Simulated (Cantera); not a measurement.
A perfectly stirred reactor is fed with 8.76 % H₂, 91.2 % O₂, equivalence ratio 0.048, at 0.0132 atm; it is held at 1250 K, and followed from long to short residence time.

Cantera simulation using the H2/O2 subset of GRI-Mech 3.0, which has no nitrogen chemistry; the numbers are that mechanism's predictions, not measurements. Radical loss at walls, strong at low pressure, is not modelled. The temperature is held fixed by assumption; the heat of reaction is taken as removed at once.

x: mole fraction; the columns are a selection and need not sum to one.

```csv
τ (s),x H₂,x O₂,x O,x OH,x HO₂
8.2,7.64e-5,0.907,0.000965,___,9.38e-7
2.0,0.000187,0.905,0.00244,___,1.66e-6
0.49,0.000444,0.901,0.00599,___,2.61e-6
0.12,0.00101,0.892,0.0138,___,3.60e-6
0.029,0.00214,0.877,0.0270,___,4.31e-6
0.0070,0.00434,0.862,0.0385,___,4.62e-6
0.0017,0.0103,0.860,0.0384,___,4.69e-6
```

Question: What belongs in the gaps?

Answer: 
- 8.2, x OH: 0.000955
- 2.0, x OH: 0.00152
- 0.49, x OH: 0.00239
- 0.12, x OH: 0.00365
- 0.029, x OH: 0.00518
- 0.0070, x OH: 0.00669
- 0.0017, x OH: 0.00837
